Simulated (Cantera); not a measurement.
Si + NF3 (silicon etching in halogen gases)

Feed: 1 mol Si, 2.6 mol NF3, equilibrated at 10.0 Torr.

Method: chemical equilibrium by Gibbs-energy minimisation in Cantera with the NASA 1993 tables (ideal gas, pure condensed phases). Candidate condensed phases: Si, Si3N4; 16 gas species. Equilibrium is a limit: real reactors are often held back by kinetics, nucleation or transport.

```csv
T (K),log p F,log p NF3,log p F2,log p SiF4,log p N2,log p NF2,log p NF
498,-7.79,-2.24,-5.00,-2.34,-2.52,-12.45,<-13
648,-4.80,-2.33,-2.94,-2.37,-2.49,-9.54,<-13
798,-3.24,-3.31,-2.29,-2.49,-2.40,-8.34,<-13
948,-2.47,-4.92,-2.45,-2.56,-2.44,-8.16,<-13
1098,-2.15,-6.83,-3.05,-2.63,-2.52,-8.54,-13.02
1248,-2.09,-8.81,-3.88,-2.66,-2.54,-9.18,-12.11
1398,-2.08,-10.48,-4.61,-2.66,-2.55,-9.75,-11.43
1548,-2.08,-11.83,-5.21,-2.66,-2.55,-10.23,-10.88
1698,-2.08,-12.95,-5.71,-2.66,-2.55,-10.62,-10.43
```
log p: log10 of the partial pressure in bar; nothing condenses.

From 498 K to 1698 K nothing is condensed. The main Si-bearing gas is SiF4 throughout.
